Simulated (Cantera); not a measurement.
**Premixed flame**

A freely propagating, adiabatic, planar premixed flame of CO : H2 : O2 : N2 : H2O = 1 : 0.063 : 0.64 : 2.37 : 0.17 (molar parts), equivalence ratio 0.83, unburnt at 400 K and 7.30 bar; multicomponent transport, grid criteria slope 0.08 and curve 0.16, no radiation.

Computed with Cantera and GRI-Mech 3.0 (53 species, 325 reactions). The hydrogen kinetics of GRI-Mech 3.0 are dated; newer H2 mechanisms differ, most at raised pressure. Burning velocities carry a grid error of a few per cent, more on coarse grids.

```json
[
 {"z (mm)": "-0.295", "T (K)": "400", "u (m/s)": "0.374", "x CO": "0.236", "x H2": "0.0146", "x O2": "0.151", "x H": "<1e-8", "x HO2": "<1e-8", "x NO": "<1e-8"},
 {"z (mm)": "-0.196", "T (K)": "401", "u (m/s)": "0.375", "x CO": "0.236", "x H2": "0.0140", "x O2": "0.151", "x H": "<1e-8", "x HO2": "1.09e-7", "x NO": "<1e-8"},
 {"z (mm)": "-0.147", "T (K)": "403", "u (m/s)": "0.377", "x CO": "0.236", "x H2": "0.0132", "x O2": "0.151", "x H": "<1e-8", "x HO2": "7.20e-7", "x NO": "<1e-8"},
 {"z (mm)": "-0.0982", "T (K)": "428", "u (m/s)": "0.399", "x CO": "0.235", "x H2": "0.0111", "x O2": "0.151", "x H": "<1e-8", "x HO2": "8.03e-6", "x NO": "1.55e-8"},
 {"z (mm)": "-0.0491", "T (K)": "694", "u (m/s)": "0.641", "x CO": "0.216", "x H2": "0.00689", "x O2": "0.140", "x H": "2.21e-7", "x HO2": "0.000184", "x NO": "7.34e-7"},
 {"z (mm)": "-0.0246", "T (K)": "1107", "u (m/s)": "1.00", "x CO": "0.178", "x H2": "0.00431", "x O2": "0.119", "x H": "0.000124", "x HO2": "0.000371", "x NO": "4.83e-6"},
 {"z (mm)": "0", "T (K)": "1543", "u (m/s)": "1.35", "x CO": "0.120", "x H2": "0.00224", "x O2": "0.0880", "x H": "0.00108", "x HO2": "0.000144", "x NO": "1.15e-5"},
 {"z (mm)": "0.0246", "T (K)": "1814", "u (m/s)": "1.55", "x CO": "0.0750", "x H2": "0.00175", "x O2": "0.0650", "x H": "0.00174", "x HO2": "6.09e-5", "x NO": "2.01e-5"},
 {"z (mm)": "0.0491", "T (K)": "1963", "u (m/s)": "1.66", "x CO": "0.0519", "x H2": "0.00170", "x O2": "0.0537", "x H": "0.00159", "x HO2": "3.32e-5", "x NO": "2.84e-5"},
 {"z (mm)": "0.0982", "T (K)": "2109", "u (m/s)": "1.76", "x CO": "0.0336", "x H2": "0.00136", "x O2": "0.0448", "x H": "0.000927", "x HO2": "1.51e-5", "x NO": "4.23e-5"},
 {"z (mm)": "0.196", "T (K)": "2217", "u (m/s)": "1.84", "x CO": "0.0211", "x H2": "0.000855", "x O2": "0.0388", "x H": "0.000393", "x HO2": "6.75e-6", "x NO": "6.32e-5"},
 {"z (mm)": "0.393", "T (K)": "2284", "u (m/s)": "1.89", "x CO": "0.0128", "x H2": "0.000510", "x O2": "0.0350", "x H": "0.000164", "x HO2": "3.79e-6", "x NO": "9.31e-5"},
 {"z (mm)": "0.786", "T (K)": "2317", "u (m/s)": "1.91", "x CO": "0.00859", "x H2": "0.000348", "x O2": "0.0330", "x H": "8.91e-5", "x HO2": "2.95e-6", "x NO": "0.000138"}
]
```
x: mole fraction of selected species; z is measured from the peak of heat release.

The laminar burning velocity comes out as 37.4 cm/s. The thermal thickness is 0.0982 mm. The peak x(H) comes out as 0.00176, the peak x(HO2) is 0.000395 and the grid points is 130.
